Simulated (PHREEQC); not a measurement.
Solution A (13 mmol/kgw HCl and 0.043 mmol/kgw CuCl2) is mixed with solution B (0.042 mol CsOH and 0.015 mol K3PO4 per kg of water) at 33 °C; shares are by mass of water, 1 kg in all. Oxygen alone is held at its pressure in air (log pO2 = -0.68). The system is closed to CO2. Only these solids could form: Cu(OH)2, Atacamite, Cu3(PO4)2:3H2O.

Model: ion-association model, wateq4f.dat, run in PHREEQC.

```csv
share of solution B,pH,Cu(OH)2 (mol),Cu+2 (mol/kgw),PO4-3 (mol/kgw),HPO4-2 (mol/kgw),Cu(OH)2 (mol/kgw),H2PO4- (mol/kgw)
0,1.93,0,4.16e-5,0,0,0,0
0.1,2.44,0,3.76e-5,0,2.50e-8,(withheld),0.000987
0.2,10.59,2.98e-5,2.46e-13,0.000118,(withheld),4.63e-6,7.38e-7
0.3,(withheld),2.54e-5,0,0.00123,0.00323,4.62e-6,9.60e-8
0.4,11.75,2.10e-5,0,0.00257,0.00337,4.61e-6,5.21e-8
0.5,11.90,1.65e-5,0,0.00403,0.00340,4.59e-6,3.51e-8
0.6,12.01,(withheld),0,0.00555,0.00338,4.58e-6,2.60e-8
0.7,12.10,7.67e-6,0,0.00709,0.00333,4.56e-6,2.03e-8
0.8,12.16,(withheld),0,0.00864,0.00327,4.55e-6,1.64e-8
0.9,12.22,0,0,0.0102,(withheld),3.50e-6,1.36e-8
1,12.27,0,0,0.0118,0.00314,0,1.15e-8
```

Some entries are withheld; supply them.


- 0.1, Cu(OH)2 (mol/kgw): 3.87e-14
- 0.2, HPO4-2 (mol/kgw): 0.00285
- 0.3, pH: 11.50
- 0.6, Cu(OH)2 (mol): 1.21e-5
- 0.8, Cu(OH)2 (mol): 3.20e-6
- 0.9, HPO4-2 (mol/kgw): 0.00321

Species that the database lacks are ignored. H3PO4, which wateq4f.dat lacks, is added to it with the constant of phreeqc.dat. The database has no phosphate complexes of Cu. The database's constant for dissolved Cu(OH)2 is higher than later reviews accept.
